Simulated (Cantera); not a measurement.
A closed system holds: 1 mol Pb, 0.084 mol H2O, 78 mol N2, at 1.00 Torr.

These are equilibrium values from Cantera (NASA tables, ideal gas, pure condensed phases), not measurements of a reactor. Candidate condensed phases: H2O, Pb, PbO, PbO2, Pb3O4; 27 gas species. Kinetics and transport are ignored.

log p: log10 of the partial pressure in bar; n: condensed amount in mol.

```
T (°C)  log p N2  log p Pb  log p H2O  log p H2  n Pb(s)  n Pb(l)
------  --------  --------  ---------  --------  -------  -------
327        -2.88    -11.29      -5.84       [?]    1.000        0
427        -2.88     -8.95      -5.84       [?]        0    1.000
527        -2.88     -7.21      -5.84       [?]        0    0.996
627        -2.88     -5.86      -5.84       [?]        0    0.920
727        -2.88     -4.79      -5.85       [?]        0   0.0393
827        -2.88     -4.77      -5.85       [?]        0        0
927        -2.88     -4.77      -5.86       [?]        0        0
1027       -2.88     -4.77      -5.86       [?]        0        0
1127       -2.88     -4.77      -5.87       [?]        0        0
1227       -2.88     -4.78      -5.88       [?]        0        0
1327       -2.88     -4.78      -5.90       [?]        0        0
1427       -2.88     -4.78      -5.92       [?]        0        0
```

Question: What belongs in the gaps?

Answer: 
- 327, log p H2: -10.58
- 427, log p H2: -10.28
- 527, log p H2: -10.04
- 627, log p H2: -8.99
- 727, log p H2: -8.10
- 827, log p H2: -7.80
- 927, log p H2: -7.56
- 1027, log p H2: -7.36
- 1127, log p H2: -7.18
- 1227, log p H2: -7.03
- 1327, log p H2: -6.88
- 1427, log p H2: -6.73
